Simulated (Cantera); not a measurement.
A Cantera script and its output.

```python
import numpy as np
import cantera as ct

gas = ct.Solution("gri30.yaml")
gas.TPX = 1448, 77000, {'CO': 0.0045, 'O2': 0.014, 'H2O': 0.069, 'N2': 1}
reactor = ct.IdealGasConstPressureReactor(gas, energy="off", clone=False)
net = ct.ReactorNet([reactor])
net.rtol, net.atol = 1e-08, 1e-18
show = ['CO', 'O2', 'H2O', 'NO', 'HO2', 'OH', 'N2O']
times = np.geomspace(0.0001, 2, 15)

steps = ct.SolutionArray(gas, extra=["t"])
rows = []
print(f"{'t/s':>10s}{'T/K':>9s}{'P/Pa':>11s}" + "".join(f"{s:>11s}" for s in show))
for t in times:
    while net.time < t:
        t_next = net.step()
        steps.append(gas.state, t=t_next)
    rows.append([np.interp(t, steps.t, y) for y in (steps.T, steps.P, *steps(*show).X.T)])
    print(f"{t:10.3e}{rows[-1][0]:9.1f}{rows[-1][1]:11.4g}" + "".join(f"{x:11.3e}" for x in rows[-1][2:]))
rate = np.gradient(steps.T, steps.t)
print("integrator steps:", len(steps.t))
if steps.T.max() > steps.T[0] + 200:
    print(f"time of steepest temperature rise: {steps.t[rate.argmax()]:.4e} s")
gas.TPX = 1448, 77000, {'CO': 0.0045, 'O2': 0.014, 'H2O': 0.069, 'N2': 1}
gas.equilibrate("TP")
print(f"equilibrium (TP): T = {gas.T:.1f} K  " + "  ".join(f"{s} {gas[s].X[0]:.3e}" for s in show))
```

Result:

```
       t/s      T/K       P/Pa         CO         O2        H2O         NO        HO2         OH        N2O
 1.000e-04   1448.0    7.7e+04  4.138e-03  1.287e-02  6.345e-02  7.210e-16  4.084e-09  1.372e-08  2.537e-13
 2.029e-04   1448.0    7.7e+04  4.138e-03  1.287e-02  6.345e-02  3.008e-15  7.560e-09  4.606e-08  8.555e-13
 4.116e-04   1448.0    7.7e+04  4.138e-03  1.287e-02  6.345e-02  1.986e-14  1.639e-08  2.486e-07  4.389e-12
 8.349e-04   1448.0    7.7e+04  4.132e-03  1.287e-02  6.344e-02  4.194e-13  1.358e-07  4.478e-06  7.473e-11
 1.694e-03   1448.0    7.7e+04  3.308e-03  1.247e-02  6.293e-02  1.144e-09  1.954e-06  3.762e-04  1.811e-08
 3.436e-03   1448.0    7.7e+04  4.154e-04  1.109e-02  6.272e-02  9.797e-08  2.025e-06  5.191e-04  1.609e-07
 6.971e-03   1448.0    7.7e+04  4.936e-05  1.083e-02  6.334e-02  1.398e-07  7.544e-07  2.417e-04  2.307e-07
 1.414e-02   1448.0    7.7e+04  8.851e-06  1.081e-02  6.349e-02  1.485e-07  2.073e-07  1.169e-04  2.601e-07
 2.869e-02   1448.0    7.7e+04  1.967e-06  1.081e-02  6.354e-02  1.518e-07  6.368e-08  6.437e-05  2.435e-07
 5.820e-02   1448.0    7.7e+04  5.551e-07  1.082e-02  6.356e-02  1.536e-07  2.520e-08  3.960e-05  1.814e-07
 1.181e-01   1448.0    7.7e+04  2.146e-07  1.082e-02  6.356e-02  1.545e-07  1.422e-08  2.717e-05  9.340e-08
 2.395e-01   1448.0    7.7e+04  1.211e-07  1.082e-02  6.357e-02  1.550e-07  1.127e-08  2.153e-05  3.054e-08
 4.860e-01   1448.0    7.7e+04  1.011e-07  1.082e-02  6.357e-02  1.555e-07  1.071e-08  2.002e-05  1.451e-08
 9.859e-01   1448.0    7.7e+04  9.975e-08  1.082e-02  6.357e-02  1.563e-07  1.067e-08  1.991e-05  1.372e-08
 2.000e+00   1448.0    7.7e+04  9.974e-08  1.082e-02  6.357e-02  1.580e-07  1.067e-08  1.991e-05  1.371e-08
integrator steps: 1219
equilibrium (TP): T = 1448.0 K  CO 1.003e-07  O2 1.071e-02  H2O 6.357e-02  NO 2.307e-04  HO2 1.059e-08  OH 1.986e-05  N2O 1.365e-08
```

Model: GRI-Mech 3.0 (53 species, 325 reactions), integrated in Cantera.
